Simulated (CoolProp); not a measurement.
Vapour-liquid equilibrium of diethyl ether (1) + n-hexane (2) at 408.3 K; x and y are mole fractions of (1).

The numbers come from the multi-fluid Helmholtz-energy mixture model, Thol 2014 and Thol 2019; pair parameters Bell 2016 in CoolProp.

Q: Give the bubble pressure and the first vapour's composition at x = 0.2, 0.5, 0.95. Is there an azeotrope?

A: x = 0.2: 0.7332 MPa, y = 0.351; x = 0.5: 0.9671 MPa, y = 0.658; x = 0.95: 1.317 MPa, y = 0.970. No azeotrope shows between x = 0.05 and 0.95.

Pair parameters are fitted to limited data, so mixtures are less certain than the pure fluids.
